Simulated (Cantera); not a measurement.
An isothermal, constant-pressure homogeneous reactor starts with NO : N2 = 1 : 14 (molar parts), at 1925 K and 32.3 Torr.

Detailed kinetics in Cantera: GRI-Mech 3.0 (53 species, 325 reactions). Radical loss at walls, strong at low pressure, is not modelled.

Task: Predict: x(NO) at 20.0 s; x(O2) at 20.0 s; x(O) at 20.0 s; x(N2) at 20.0 s; x(NO2) at 20.0 s.

Result: 
| Quantity | Value |
|---|---|
| x(NO) at 20.0 s | 0.0505 (gas-phase equilibrium 0.00267) |
| x(O2) at 20.0 s | 0.00800 (gas-phase equilibrium 0.0318) |
| x(O) at 20.0 s | 0.000170 (gas-phase equilibrium 0.000318) |
| x(N2) at 20.0 s | 0.941 (gas-phase equilibrium 0.965) |
| x(NO2) at 20.0 s | 4.10e-6 (gas-phase equilibrium 4.24e-7) |
